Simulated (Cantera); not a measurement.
A freely propagating, adiabatic, planar premixed flame of CH₄ : O₂ : N₂ = 1 : 1.54 : 5.78 (molar parts), equivalence ratio 1.3, unburnt at 498 K and 1.30 bar; mixture-averaged transport, grid criteria slope 0.08 and curve 0.16, no radiation.

Cantera simulation using GRI-Mech 3.0 (53 species, 325 reactions); the numbers are that mechanism's predictions, not measurements. Burning velocities carry a grid error of a few per cent, more on coarse grids.

Predict: laminar burning velocity; thermal thickness; peak x(C₂H); peak x(H); peak x(OH).


| Item | Value |
|---|---|
| laminar burning velocity | 60.1 cm/s |
| thermal thickness | 0.365 mm |
| peak x(C₂H) | 1.59e-6 |
| peak x(H) | 0.00742 |
| peak x(OH) | 0.00378 |
